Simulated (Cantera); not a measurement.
Feed: 1 mol B2H6, 180 mol H2, 1.1 mol O2, at 1725 °C and 1.00 bar.

Cantera equilibrium calculation (NASA polynomials, part measured and part estimated; ideal gas, pure solids and liquids). Candidate condensed phases: B, B2O3, B3O3H3, H2O; 23 gas species. The feed counts by its element totals alone. The tables' values for BH2 are old estimates; treat these amounts as uncertain. The numbers say what is thermodynamically allowed, not how fast it happens.

Base state: H2 0.988, HBO 0.00929, H 0.00160, HBO2 0.000627, H2O 0.000368, B2O2 0.000239, BO 0.000218, B2O3 0.000111 (mole fractions); condensed: gas only.

Question: What changes in the equilibrium state with this change: pressure from 1.00 bar to 48.0 Pa?

Answer: 
```
species    before     after
-------  --------  --------
H2          0.988     0.919
H         0.00160    0.0703
BO       0.000218   0.00514
BH2       1.84e-5   1.28e-7
B2O2     0.000239   6.36e-5
B2O3     0.000111   4.50e-5
HBO       0.00929   0.00462
H2O      0.000368  0.000519
```

Question: What changes in the equilibrium state with this change: H2 from 180 to 3.7 mol?

Answer: 
```
species    before     after
-------  --------  --------
H2          0.988     0.806
HBO       0.00929     0.116
B2O2     0.000239    0.0457
B2O3     0.000111    0.0190
B3O3H3    6.56e-7   0.00128
B2O       1.29e-7   2.77e-5
BO       0.000218   0.00302
BH2       1.84e-5  0.000233
```
Gases not in the tables: B2H6 and higher boranes.
